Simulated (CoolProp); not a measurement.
Computed with CoolProp (reference Helmholtz-energy equation of state, Lemmon 2006). It is a short technical equation, of lower accuracy than the large ones.

Question: For carbon monoxide, give the phase and the speed of sound (m/s) at 141.35 °C and 1.05 bar; -1.05 °C and 0.13 bar; 4.35 °C and 1.74 bar.

Answer: 
- 141.35 °C and 1.05 bar: gas; speed of sound 414
- -1.05 °C and 0.13 bar: gas; speed of sound 336
- 4.35 °C and 1.74 bar: gas; speed of sound 340
